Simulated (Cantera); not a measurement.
A closed system holds: 1 mol SiH₂Cl₂, 0.0044 mol Cl₂, 6.2 mol N₂, 0.25 mol HCl, equilibrated at 315 Torr.

Equilibrium computed with Cantera from the NASA thermochemical tables; the gas is ideal and each condensed phase is pure. Candidate condensed phases: NH₄Cl, Si, Si₃N₄; 28 gas species. N₂ is the only nitrogen source here; it is nearly inert below about 1500 K, so the nitride shown seldom forms there in practice. The numbers say what is thermodynamically allowed, not how fast it happens.

Over these rows the condensed part is Si₃N₄(s). Partial pressures as log10 of bar:

```csv
T (K),1000/T (1/K),log p SiCl₂,log p N₂,log p HCl,log p H₂,log p SiCl₄
1098,0.9107,-6.15,-0.51,-1.17,-1.57,-1.87
1148,0.8711,-5.58,-0.51,-1.16,-1.58,-1.88
1198,0.8347,-5.05,-0.51,-1.15,-1.59,-1.89
1248,0.8013,-4.57,-0.51,-1.14,-1.60,-1.90
1298,0.7704,?,-0.51,-1.14,-1.60,-1.92
1348,0.7418,-3.72,-0.51,-1.13,-1.61,-1.93
```

Fit log p(SiCl₂) = a + b·(1000/T) to the five rows, give the apparent enthalpy, and predict the row at 1298 K.

Means: 1000/T = 0.8319, log p = -5.014. Sxy = -0.241981, Sxx = 0.0168083, so b = -14.40 and a = -5.014 − (-14.40)×0.8319 = 6.97.
Apparent enthalpy: −19.145 × (-14.40) = 276 kJ/mol. With the condensed phases at unit activity, 1/6 Si₃N₄(s) + 1/2 SiCl₄(g) = SiCl₂(g) + 1/3 N₂(g) links this pressure to the main gases: over the six rows their terms move log p by -0.03 in all, so the slope is close to that reaction's ΔH°. The five rows lie within 0.01 of the line.
Prediction at 1298 K: 6.97 + (-14.40)×0.7704 = -4.12. The computed value is -4.13, 0.01 from the line.
